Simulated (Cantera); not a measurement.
An isothermal, constant-pressure homogeneous reactor starts with 26.7 % H2, 60.6 % O2, 12.7 % N2, at 975 K and 10.00 Torr.

Cantera simulation using the H2/O2 subset of GRI-Mech 3.0, which has no nitrogen chemistry; the numbers are that mechanism's predictions, not measurements. Radical loss at walls, strong at low pressure, is not modelled. The temperature is held fixed by assumption; the heat of reaction is taken as removed at once.

One state of this run: x H2 = 8.02e-8; x O2 = 0.545; x H2O = 0.308; x OH = 1.02e-5; x H = 1.23e-9. x: mole fraction; the columns are a selection and need not sum to one.

### Question
Which value of t (s) does it belong to?
A) 11.6
B) 0.454
C) 100
D) 3.93

### Answer
D, 3.93
